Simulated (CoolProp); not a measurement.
Vapour-liquid equilibrium of C3F8 (R218) (1) + c-C4F8 (RC318) (2) at -23.35 °C; x and y are mole fractions of (1).

Values from CoolProp's multi-fluid Helmholtz-energy mixture model, Lemmon 2006 and Platzer 1990; pair parameters Bell 2016. This equation is an older, rougher fit; its heat capacities, sound speeds and derivatives of the liquid may be far off and weren't checked against measurements.

Task: Give the bubble pressure and the first vapour's composition at x = 0.05, 0.425, 0.5. Is there an azeotrope?

Result: x = 0.05: 48.24 kPa, y = 0.087; x = 0.425: 83.61 kPa, y = 0.718; x = 0.5: 94.84 kPa, y = 0.792. No azeotrope shows between x = 0.05 and 0.95.

Pair parameters are fitted to limited data, so mixtures are less certain than the pure fluids.
